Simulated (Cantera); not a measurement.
Feed: 1 mol SiH2Cl2, 1.3 mol NH3, held at 802 °C and 1.90 mbar.

Equilibrium computed with Cantera from the NASA thermochemical tables; the gas is ideal and each condensed phase is pure. Candidate condensed phases: NH4Cl, Si, Si3N4; 28 gas species. The tables' values for SiCl3 are old estimates; treat these amounts as uncertain. Rates play no part.

Base state: H2 0.563, HCl 0.388, SiCl4 0.0304, N2 0.0170, SiCl3 0.000715, SiHCl3 0.000549, SiCl2 0.000266 (mole fractions); condensed: Si3N4(s).

Task: What changes in the equilibrium state with this change: NH3 from 1.3 to 12 mol?

Result: 
| species | before | after |
|---|---|---|
| H2 | 0.563 | 0.711 |
| N2 | 0.0170 | 0.211 |
| HCl | 0.388 | 0.0789 |
| SiCl4 | 0.0304 | 6.13e-6 |
| SiCl3 | 0.000715 | 7.95e-7 |
| SiHCl3 | 0.000549 | 6.86e-7 |
| SiCl2 | 0.000266 | 1.63e-6 |
| Si3N4(s), mol | 0.292 | 0.333 |
